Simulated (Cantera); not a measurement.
An adiabatic, constant-volume homogeneous reactor starts with CH₄ : O₂ : N₂ : CO₂ = 1 : 3.39 : 10.8 : 4.3 (molar parts), equivalence ratio 0.59, at 1375 K and 390 Torr.

Cantera simulation using GRI-Mech 3.0 (53 species, 325 reactions); the numbers are that mechanism's predictions, not measurements.

Predict: time of steepest temperature rise; temperature at 0.300 s; equilibrium temperature; x(O₂) at 0.300 s; x(CO₂) at 0.300 s; x(HCO) at 0.300 s; x(NO₂) at 0.300 s.


* **time of steepest temperature rise**: 7.29 ms
* **temperature at 0.300 s**: 2345 K
* **equilibrium temperature**: 2345 K
* **x(O₂) at 0.300 s**: 0.0721 (gas-phase equilibrium 0.0720)
* **x(CO₂) at 0.300 s**: 0.254 (gas-phase equilibrium 0.254)
* **x(HCO) at 0.300 s**: 1.03e-9 (gas-phase equilibrium 1.03e-9)
* **x(NO₂) at 0.300 s**: 4.89e-6 (gas-phase equilibrium 4.91e-6)
